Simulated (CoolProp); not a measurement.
Computed with CoolProp (reference Helmholtz-energy equation of state, McLinden 2015).

### Question
For the fluoroketone C6F12O (FK-5-1-12), give the phase and the isothermal compressibility (1/MPa), fugacity coefficient at 500 K and 10.8 bar.

### Answer
- 500 K and 10.8 bar: gas; isothermal compressibility 1.07, fugacity coefficient 0.879
